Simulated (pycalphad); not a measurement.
Source of the numbers: pycalphad with the COST 507 light-alloy database (1999); pressure 1 atm. These are 1990s assessments: newer ones move some temperatures and phases. Kinetics are ignored, which matters at the lower temperatures.

Molar enthalpy of Al-1.764Fe-0.2888Si (wt.%) in equilibrium (SER reference):

| T (°C) | H (kJ/mol) | phases |
|---|---|---|
| 1577 | 57.30 | liquid |
| 1502 | 54.91 | liquid |
| 1427 | 52.53 | liquid |
| 1352 | 50.14 | liquid |
| 1277 | 47.75 | liquid |
| 1202 | 45.37 | liquid |
| 1127 | 42.98 | liquid |
| 1052 | 40.60 | liquid |
| 977 | 38.22 | liquid |
| 902 | 35.83 | liquid |
| 827 | 33.45 | liquid |
| 752 | 31.07 | liquid |
| 702 | 29.48 | liquid |
| 677 | 28.69 | liquid |
| 627 | 16.11 | fcc + AL13FE4 |
| 602 | 15.29 | fcc + AL13FE4 |
| 527 | 12.84 | fcc + AL13FE4 + ALFESI_ALPHA |
| 452 | 10.53 | fcc + ALFESI_ALPHA + AL13FE4 |
| 377 | 8.33 | fcc + ALFESI_ALPHA + AL13FE4 |
| 302 | 6.20 | fcc + ALFESI_ALPHA + AL13FE4 |
| 227 | 4.14 | fcc + ALFESI_ALPHA + AL13FE4 |

Cooling from 677 °C to 627 °C, across the freezing range, releases 12.6 kJ/mol, or 462 J/g. The slope is 32 J/(mol K) in the liquid and 33 J/(mol K) just below the solidus, where it includes any heat of precipitation. Liquidus 653 °C, solidus 637 °C. Changes were sought between steps of 25 K, so a narrower field can be missed.

Database names, with the compositions (at.%) that they take in these runs: AL13FE4: Al 76 Fe 24; ALFESI_ALPHA: Al 74 Fe 19 Si 7.
